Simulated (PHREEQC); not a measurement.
A made-up water analysis in mmol/kgw, 25 °C, pH 1.99, pe 10.8:

```
constituent  mmol/kgw
-----------  --------
Na               68.9
K                1.05
Ca               4.27
Mg               2.34
Cl               9.45
S(6)             47.7
Fe(3)           0.123
Cu(2)          0.0168
```

Valence states are taken as typed.

Model: ion-association model, phreeqc.dat, run in PHREEQC.

No solid was allowed to form.

Q: Order these S species by the share of S that they hold, largest first: SO4-2, MgSO4, HSO4-, NaSO4-, CaSO4.

A: SO4-2 (60 %), HSO4- (27 %), NaSO4- (6.9 %), CaSO4 (3.4 %), MgSO4 (2.3 %)

The pH is 1.99 and the ionic strength 0.117 mol/kgw. The solution is supersaturated, for example in Hematite (slow to form), Goethite (slow to form), so a real one may precipitate; this is no full list.
